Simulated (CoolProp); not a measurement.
n-heptane at 293.15 K and 0.172 MPa flows at 7 m/s in a round tube of 50 mm bore and 0.25 µm roughness, fully developed (64/Re and Nu = 3.66 if laminar; Colebrook and Gnielinski if turbulent). Each further row changes one setting.

Values from CoolProp's reference Helmholtz-energy equation of state, Span 2003. It is a short technical equation, of lower accuracy than the large ones.

```tsv
case	Reynolds number	Darcy friction factor	pressure drop (Pa/m)	heat-transfer coefficient (W/(m² K))	mass flow (kg/h)
as stated	580000	0.0129	4320	…	33800
velocity 14 m/s	1160000	0.0115	…	…	…
diameter 100 mm	1160000	0.0114	1910	6470	…
```

Task: Some entries are withheld; supply them.

Result: 
- as stated, heat-transfer coefficient (W/(m² K)): 7050
- velocity 14 m/s, pressure drop (Pa/m): 15400
- velocity 14 m/s, heat-transfer coefficient (W/(m² K)): 13000
- velocity 14 m/s, mass flow (kg/h): 67700
- diameter 100 mm, mass flow (kg/h): 135000

Viscosity comes from a separate model (Michailidou 2014). Thermal conductivity comes from a separate model (Assael 2013).
